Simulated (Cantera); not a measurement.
Feed: 1 mol SiO2, 3.9 mol H2, 3.1 mol H2O, at 1073.15 K and 1.90 bar.

Cantera equilibrium calculation (NASA polynomials, part measured and part estimated; ideal gas, pure solids and liquids). Candidate condensed phases: H2O, Si, SiO2; 18 gas species. Equilibrium is a limit: real reactors are often held back by kinetics, nucleation or transport.

Base state: H2 0.557, H2O 0.443 (mole fractions); condensed: SiO2(β-quartz).

Question: What changes in the equilibrium state with this change: SiO2 replaced by Fe3O4?

Answer: 
```tsv
species	before	after
H2O	0.443	0.586
H2	0.557	0.414
SiO2(β-quartz), mol	1.00	0
FeO(s), mol	0	3.00
```
The tables' stoichiometric FeO is somewhat more stable than real wüstite, so its field is too wide. FeO: taken at fixed stoichiometry. Further candidate phases: Fe, FeO, Fe(OH)2, Fe(OH)3, Fe2O3, Fe3O4.

Question: What changes in the equilibrium state with this change: temperature from 1073.15 K to 2148.15 K?

Answer: 
```json
[
 {"species": "H2", "before": "0.557", "after": "0.555"},
 {"species": "H2O", "before": "0.443", "after": "0.442"},
 {"species": "H", "before": "7.61e-9", "after": "0.00225"},
 {"species": "SiO", "before": "<1e-9", "after": "0.000406"},
 {"species": "OH", "before": "<1e-9", "after": "0.000231"},
 {"species": "SiO2(β-quartz), mol", "before": "1.00", "after": "0"},
 {"species": "SiO2(l), mol", "before": "0", "after": "0.997"}
]
```
The tables hold silica as quartz up to 1696 K and as liquid above; real silica turns to tridymite and cristobalite and melts near 1996 K. Gases not in the tables: Si(OH)4.
